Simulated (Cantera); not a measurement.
Feed: 1 mol c-C₄F₈, 0.26 mol HCl, at 1877 °C and 10.0 Pa.

Method: chemical equilibrium by Gibbs-energy minimisation in Cantera with the NASA 1993 tables (ideal gas, pure condensed phases). The feed counts by its element totals alone. Gases not in the tables: C₂F₆ and larger saturated fluorocarbons. Kinetics and transport are ignored.

```json
[
 {"species": "CF₄", "before": "0.00121", "after": "0.566"},
 {"species": "CF₂", "before": "0.123", "after": "0.133"},
 {"species": "F", "before": "0.797", "after": "0.118"},
 {"species": "HF", "before": "0.0355", "after": "0.0894"},
 {"species": "Cl", "before": "0.0355", "after": "0.0893"},
 {"species": "CClF₃", "before": "2.31e-8", "after": "2.44e-5"},
 {"species": "CF", "before": "0.00735", "after": "0.000182"},
 {"species": "HCl", "before": "1.56e-6", "after": "1.48e-5"},
 {"species": "CF₃", "before": "0.000483", "after": "0.00421"},
 {"species": "ClF", "before": "3.16e-6", "after": "2.03e-5"},
 {"species": "C(graphite), mol", "before": "3.03", "after": "1.95"}
]
```
Gas species are given as mole fractions.

Task: Name the change that produced these shifts.
A. temperature from 1877 °C to 3300 °C
B. temperature from 1877 °C to 1527 °C
C. HCl from 0.26 to 0.48 mol
D. HCl from 0.26 to 0.085 mol

Result: B, temperature from 1877 °C to 1527 °C
